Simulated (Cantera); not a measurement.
## Thermodynamics of silicon etching in halogen gases, feed Si + Cl2 + N2

Input: 1 mol Si, a varied amount of Cl2, 98 mol N2, at 0.00133 bar.

Equilibrium computed with Cantera from the NASA thermochemical tables; the gas is ideal and each condensed phase is pure. Candidate condensed phases: Si, Si3N4; 13 gas species. N2 is the only nitrogen source here; it is nearly inert below about 1500 K, so the nitride shown seldom forms there in practice. The tables' values for SiCl3 are old estimates. Equilibrium is a limit: real reactors are often held back by kinetics, nucleation or transport.

Stable condensed phases:

```
T in °C \ n(Cl2) in mol
         0.75  1.1  1.5  1.9  2.3  2.7    3  3.4  3.8  4.2
   1227     A    B    B    B    B    B    B    B    B    B
   1177     A    B    B    B    B    B    B    B    B    B
   1127     A    B    B    B    B    B    B    B    B    B
   1077     A    A    B    B    B    B    B    B    B    B
   1027     A    A    B    B    B    B    B    B    B    B
    977     A    A    A    B    B    B    B    B    B    B
    927     A    A    A    B    B    B    B    B    B    B
    877     A    A    A    A    B    B    B    B    B    B
    827     A    A    A    A    B    B    B    B    B    B
    777     A    A    A    A    B    B    B    B    B    B
    727     A    A    A    A    B    B    B    B    B    B
    677     A    A    A    A    B    B    B    B    B    B
    627     A    A    A    A    B    B    B    B    B    B
    577     A    A    A    A    B    B    B    B    B    B
```

A: Si3N4; B: gas only.
